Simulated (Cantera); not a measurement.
Charge: 1 mol LiCl, 1 mol N₂, at 1.00 Torr.

These are equilibrium values from Cantera (NASA tables, ideal gas, pure condensed phases), not measurements of a reactor. Candidate condensed phases: Li, LiCl, Li₃N; 10 gas species. Rates play no part. All values below are at 798 K.

Base state: N₂ 0.998, Li₂Cl₂ 0.000993, LiCl 0.000471, Li₃Cl₃ 8.70e-5 (mole fractions); condensed: LiCl(s).

Question: What changes in the equilibrium state with this change: LiCl replaced by NaCl?

Answer: 
```csv
species,before,after
N₂,0.998,1.000
NaCl,0,5.90e-5
Na₂Cl₂,0,1.26e-5
Li₂Cl₂,0.000993,0
LiCl,0.000471,0
Li₃Cl₃,8.70e-5,0
"LiCl(s), mol",0.997,0
"NaCl(s), mol",0,1.000
```
Further candidate phases: Na, NaCl.
